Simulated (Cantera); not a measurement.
Input: 1 mol CCl₄, equilibrated at 5.40 Pa.

Method: chemical equilibrium by Gibbs-energy minimisation in Cantera with the NASA 1993 tables (ideal gas, pure condensed phases). Candidate condensed phases: C; 14 gas species. The numbers say what is thermodynamically allowed, not how fast it happens.

**Question.** Which condensed phases are stable at each of these points (T (°C)): 577, 777, 977, 1177, 1377, 1577, 1777, 1977, 2177, 2377, 2577, 2777?

**Answer.** 
| T (°C) | condensed phases | C condensed (%) |
|---|---|---|
| 577 | C(graphite) | 100.0 |
| 777 | C(graphite) | 100.0 |
| 977 | C(graphite) | 100.0 |
| 1177 | C(graphite) | 100.0 |
| 1377 | C(graphite) | 100.0 |
| 1577 | C(graphite) | 100.0 |
| 1777 | C(graphite) | 100.0 |
| 1977 | C(graphite) | 99.8 |
| 2177 | C(graphite) | 94.0 |
| 2377 | gas only | 0.0 |
| 2577 | gas only | 0.0 |
| 2777 | gas only | 0.0 |

From 577 °C to 2177 °C the condensed part is C(graphite). From 2377 °C to 2777 °C nothing is condensed.
